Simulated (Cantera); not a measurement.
Stirred combustor or abatement burner

A perfectly stirred reactor is fed with 9.34 % CH4, 19.0 % O2, 71.6 % N2, equivalence ratio 0.98, at 0.520 bar; it is adiabatic with a 400 K inlet, and is followed from long to short residence time, starting on the burning branch (τ in s: 0.2, 0.073, 0.027, 0.0099, 0.0037, 0.0013, 0.0005, 0.00018, 6.7e-05, 2.5e-05, 9.2e-06).

Computed with Cantera and GRI-Mech 3.0 (53 species, 325 reactions).

| τ (s) | T (K) | x CH4 | x O2 | x O | x CO2 | x C2H2 |
|---|---|---|---|---|---|---|
| 0.20 | 2232 | 2.52e-6 | 0.00980 | 0.000604 | 0.0809 | 2.35e-10 |
| 0.073 | 2211 | 5.77e-6 | 0.0111 | 0.000795 | 0.0791 | 9.17e-10 |
| 0.027 | 2173 | 1.21e-5 | 0.0131 | 0.00118 | 0.0762 | 2.57e-9 |
| 0.0099 | 2116 | 2.50e-5 | 0.0157 | 0.00185 | 0.0722 | 6.16e-9 |
| 0.0037 | 2045 | 5.24e-5 | 0.0187 | 0.00279 | 0.0678 | 1.50e-8 |
| 0.0013 | 1960 | 0.000124 | 0.0222 | 0.00398 | 0.0631 | 4.73e-8 |
| 0.00050 | 1880 | 0.000305 | 0.0261 | 0.00486 | 0.0581 | 1.79e-7 |
| 0.00018 | 1788 | 0.000995 | 0.0333 | 0.00470 | 0.0485 | 1.25e-6 |
| 6.7e-5 | 400 | 0.0934 | 0.190 | <1e-12 | <1e-12 | <1e-12 |
| 2.5e-5 | 400 | 0.0934 | 0.190 | <1e-12 | <1e-12 | <1e-12 |
| 9.2e-6 | 400 | 0.0934 | 0.190 | <1e-12 | <1e-12 | <1e-12 |
x: mole fraction; the columns are a selection and need not sum to one.
